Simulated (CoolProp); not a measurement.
R11 along the isobar 1.31 MPa: Z from the reference equation and from simpler models built on Tc = 471.1 K, pc = 4.408 MPa, ω = 0.189; each cubic takes its own stable root.

The numbers come from the reference Helmholtz-energy equation of state, Jacobsen 1992 in CoolProp.

```
T (K)  phase  reference
-----  -----  ---------
399.7    gas     0.7909
409.6    gas     0.8124
419.5    gas     0.8303
429.4    gas     0.8456
439.3    gas     0.8587
449.2    gas     0.8703
459.1    gas     0.8805
469      gas     0.8896
```

Question: How far does each simpler model (van der Waals, Soave-Redlich-Kwong, Peng-Robinson) lie from the reference over these 8 states: mean and median of the absolute difference, and the worst?

Answer: 
- van der Waals: mean 3.8 %, median 3.3 %, worst +7.4 % at 399.7 K and 1.31 MPa
- Soave-Redlich-Kwong: mean 0.3 %, median 0.2 %, worst +1.2 % at 399.7 K and 1.31 MPa
- Peng-Robinson: mean 1.1 %, median 1.2 %, worst -1.3 % at 449.2 K and 1.31 MPa
